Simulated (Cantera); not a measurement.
Input: 1 mol MgO, 0.066 mol Br2, 0.11 mol H2, equilibrated at 1623 K and 0.340 bar.

Equilibrium computed with Cantera from the NASA thermochemical tables; the gas is ideal and each condensed phase is pure. Candidate condensed phases: Br2, H2O, Mg, MgBr2, MgO, Mg(OH)2; 20 gas species. Equilibrium is a limit: real reactors are often held back by kinetics, nucleation or transport.

Base state: HBr 0.481, H2 0.253, H2O 0.129, MgBr2 0.129, Br 0.00741, Br2 6.21e-5, H 5.96e-5, MgBr 3.77e-5 (mole fractions); condensed: MgO(s).

**Question.** What changes in the equilibrium state with this change: temperature from 1623 K to 1098.15 K?

**Answer.** 
```
species       before    after
-----------  -------  -------
HBr            0.481    0.703
H2             0.253    0.250
H2O            0.129   0.0232
MgBr2          0.129   0.0232
MgBr         3.77e-5  1.70e-9
H            5.96e-5  2.13e-8
Br           0.00741  4.77e-5
MgO(s), mol    0.977    0.996
```
